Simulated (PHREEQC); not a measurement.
1 kg of water holding 0.53 mol/kgw KCl, 0.48 mol/kgw Na2SO4, 0.14 mol/kgw NaHCO3 and 0.089 mol/kgw Na2CO3 is evaporated at 25 °C; the solids stay in contact with the brine. CO2 is held at log p = -3.4 (atm). Only these solids could form: Arcanite, Burkeite, Glaserite, Halite, Kalicinite, Mirabilite, Misenite, Nahcolite, Natron, Sylvite, Thenardite, Trona.

The series has 13 steps of water left (kg), from 1.001 to 0.09489.

The numbers come from PHREEQC with the Pitzer model, pitzer.dat.

Q: Which solids form, in which order, and at which step of the series does each first stand?

A: Glaserite from water left = 0.3758 kg (pH 9.84); Thenardite from water left = 0.1406 kg (pH 9.85), last present at water left = 0.1144 kg; Trona from water left = 0.1406 kg (pH 9.85); Burkeite from water left = 0.09489 kg (pH 9.76); Halite from water left = 0.09489 kg (pH 9.76).

Complexes and solids missing from the database can't appear.
